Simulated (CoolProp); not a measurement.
Values from CoolProp's reference Helmholtz-energy equation of state, Platzer 1990. This equation is an older, rougher fit.

### Question
For R13, give the phase and the Prandtl number at 232 K and 101 kPa; 326.1 K and 101 kPa.

### Answer
- 232 K and 101 kPa: gas; Prandtl number 0.773
- 326.1 K and 101 kPa: gas; Prandtl number 0.744

Viscosity comes from a separate model (Huber 2003), an estimate that may be off by 10 % or more. Thermal conductivity comes from a separate model (Huber 2003), an estimate that may be off by 10 % or more.
